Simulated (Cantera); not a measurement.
Feed: 1 mol toluene, 0.17 mol H₂O, 1.1 mol H₂, 0.61 mol CO₂, equilibrated at 1600 °C.

Method: chemical equilibrium by Gibbs-energy minimisation in Cantera with the NASA 1993 tables (ideal gas, pure condensed phases). Candidate condensed phases: C, C₆H₆, C₇H₈, C₈H₁₈, H₂O; 110 gas species. The ideal-gas law is rough above about 30 bar. Rates play no part.

x: gas mole fraction; n: condensed amount in mol.

```tsv
P (Pa)	x H₂	x CO	x H	x CH₄	x H₂O	x C₂H₄	n C(graphite)
10	0.741	0.203	0.0556	3.35e-8	[?]	2.47e-10	6.22
160	0.778	0.207	0.0143	5.91e-7	[?]	4.35e-9	6.22
2500	0.788	0.208	0.00363	9.45e-6	[?]	6.97e-8	6.22
40000	0.790	0.209	0.000908	0.000152	[?]	1.12e-6	6.22
630000	0.788	0.209	0.000229	0.00238	[?]	1.76e-5	6.20
10000000	0.749	0.213	5.59e-5	0.0342	[?]	0.000252	6.02
```

Task: Complete the blanks.

Result: 
- 10, x H₂O: 3.03e-9
- 160, x H₂O: 5.19e-8
- 2500, x H₂O: 8.26e-7
- 40000, x H₂O: 1.33e-5
- 630000, x H₂O: 0.000209
- 10000000, x H₂O: 0.00321
